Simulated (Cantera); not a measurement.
Feed: 1 mol Fe, 0.81 mol SO2, 17 mol H2, 0.49 mol NH3, at 4.20 Torr.

Cantera equilibrium calculation (NASA polynomials, part measured and part estimated; ideal gas, pure solids and liquids). Candidate condensed phases: Fe, FeO, Fe(OH)2, Fe(OH)3, FeS, FeSO4, FeS2, Fe2O3, Fe2(SO4)3, Fe3O4, H2O, H2SO4, S; 38 gas species. Mutual solubility and eutectic melting of coexisting phases are not modelled. FeS: taken at fixed stoichiometry. Kinetics and transport are ignored.

Q: At 850 °C, list the 4 most abundant gas species with their mole fractions, and the condensed phases.

A: H2 0.894, H2O 0.0901, N2 0.0136, H2S 0.00238. Condensed: Fe(α) + FeS(s).
